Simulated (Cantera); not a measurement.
Equilibrium for chlorosilane synthesis and conversion: SiCl₄ + HCl + H₂

Feed: 1 mol SiCl₄, 1.6 mol HCl, 8.8 mol H₂, at 0.220 bar.

Cantera equilibrium calculation (NASA polynomials, part measured and part estimated; ideal gas, pure solids and liquids). Candidate condensed phases: Si; 19 gas species. The tables' values for SiCl₃ are old estimates; treat these amounts as uncertain. The numbers say what is thermodynamically allowed, not how fast it happens.

```tsv
T (K)	x H₂	x HCl	x SiCl₄	x SiCl₂	x SiCl₃	x SiHCl₃	x SiH₂Cl₂
648	0.772	0.140	0.0877	<1e-12	1.43e-9	3.76e-5	9.32e-10
748	0.772	0.141	0.0875	2.87e-11	1.15e-7	0.000211	3.72e-8
848	0.771	0.141	0.0869	8.67e-9	3.23e-6	0.000771	5.99e-7
948	0.770	0.142	0.0856	7.46e-7	4.35e-5	0.00208	5.13e-6
1048	0.767	0.145	0.0828	2.58e-5	0.000341	0.00447	2.75e-5
1148	0.762	0.151	0.0775	0.000433	0.00174	0.00785	9.96e-5
1248	0.749	0.164	0.0666	0.00371	0.00585	0.0107	0.000234
1348	0.723	0.191	0.0477	0.0155	0.0121	0.0102	0.000320
1448	0.689	0.227	0.0262	0.0349	0.0158	0.00681	0.000273
1548	0.661	0.256	0.0111	0.0531	0.0145	0.00350	0.000179
1648	0.645	0.273	0.00401	0.0649	0.0109	0.00158	0.000107
```
x: gas mole fraction; nothing condenses.

From 648 K to 1648 K nothing is condensed. The main Si-bearing gas is SiCl₄ at 648 K and SiCl₂ at 1648 K.
